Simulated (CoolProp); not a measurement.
Values from CoolProp's reference Helmholtz-energy equation of state, Wagner 2002.

Question: Give the vapour pressure (MPa), liquid density (kg/m³), liquid cp (kJ/(kg K)), vapour Z of saturated water at 187.65, 219.05, 250.55 °C.

Answer: 
| T (°C) | p (MPa) | liquid density (kg/m³) | liquid cp (kJ/(kg K)) | vapour Z |
|---|---|---|---|---|
| 187.65 | 1.19 | 879 | 4.44 | 0.921 |
| 219.05 | 2.28 | 841 | 4.61 | 0.879 |
| 250.55 | 4.01 | 798 | 4.88 | 0.824 |
